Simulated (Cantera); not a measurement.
Charge: 1 mol SiCl4, 13 mol O2, 2.2 mol N2, held at 15.8 Torr.

These are equilibrium values from Cantera (NASA tables, ideal gas, pure condensed phases), not measurements of a reactor. Candidate condensed phases: Si, SiO2, Si2N2O, Si3N4; 23 gas species. The tables hold silica as quartz up to 1696 K and as liquid above; real silica turns to tridymite and cristobalite and melts near 1996 K. The numbers say what is thermodynamically allowed, not how fast it happens.

### Question
At 1623 K, list the 6 most abundant gas species with their mole fractions, and the condensed phases.

### Answer
O2 0.681, Cl 0.159, N2 0.124, Cl2 0.0337, NO 0.00153, ClO 0.000405. Condensed: SiO2(β-quartz).
